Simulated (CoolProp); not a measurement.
Chloromethane (R40) along the isobar 356 bar: density (kg/m³) from the reference equation and from simpler models built on Tc = 418.6 K, pc = 69.29 bar, ω = 0.150; each cubic takes its own stable root.

Model: reference Helmholtz-energy equation of state, Thol 2014, in CoolProp.

```tsv
T (K)	phase	reference
355.4	liquid	881.4
367.2	liquid	861.9
379	liquid	842.0
390.8	liquid	821.8
402.6	liquid	801.3
414.4	liquid	780.3
426.3	supercritical	758.9
438.1	supercritical	737.2
449.9	supercritical	715.2
461.7	supercritical	692.8
473.5	supercritical	670.2
```

Q: How far does each simpler model (van der Waals, Redlich-Kwong, Soave-Redlich-Kwong, Peng-Robinson) lie from the reference over these 11 states: mean and median of the absolute difference, and the worst?

A: 
- van der Waals: mean 27.8 %, median 28.1 %, worst -31.7 % at 355.4 K and 356 bar
- Redlich-Kwong: mean 7.4 %, median 7.6 %, worst -7.7 % at 355.4 K and 356 bar
- Soave-Redlich-Kwong: mean 7.6 %, median 7.5 %, worst -8.6 % at 473.5 K and 356 bar
- Peng-Robinson: mean 2.9 %, median 3.1 %, worst +4.5 % at 355.4 K and 356 bar
